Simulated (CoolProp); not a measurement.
A single-stage vapour-compression cycle with dimethyl ether: evaporating at 282.15 K (dew point), condensing at 315.15 K (bubble point), superheat 0 K, subcooling 8 K, compressor efficiency 0.75, no pressure losses. Each further row changes one setting.

Values from CoolProp's reference Helmholtz-energy equation of state, Wu 2011.

```json
[
 {"case": "as stated", "cooling COP": "5.90", "pressure ratio": "2.59", "discharge temperature (K)": "331.7", "refrigerating effect (kJ/kg)": "362", "volumetric capacity (kJ/m³)": "2810"},
 {"case": "evaporating temperature 287.15 K", "cooling COP": "7.19", "pressure ratio": "2.21", "discharge temperature (K)": "328.7", "refrigerating effect (kJ/kg)": "367", "volumetric capacity (kJ/m³)": "3320"},
 {"case": "condensing temperature 310.15 K", "cooling COP": "7.10", "pressure ratio": "2.28", "discharge temperature (K)": "324.7", "refrigerating effect (kJ/kg)": "375", "volumetric capacity (kJ/m³)": "2910"},
 {"case": "subcooling 13 K", "cooling COP": "6.10", "pressure ratio": "2.59", "discharge temperature (K)": "331.7", "refrigerating effect (kJ/kg)": "375", "volumetric capacity (kJ/m³)": "2910"},
 {"case": "superheat 10 K", "cooling COP": "5.87", "pressure ratio": "2.59", "discharge temperature (K)": "342.2", "refrigerating effect (kJ/kg)": "378", "volumetric capacity (kJ/m³)": "2800"},
 {"case": "compressor efficiency 0.65", "cooling COP": "5.11", "pressure ratio": "2.59", "discharge temperature (K)": "336.9", "refrigerating effect (kJ/kg)": "362", "volumetric capacity (kJ/m³)": "2810"}
]
```
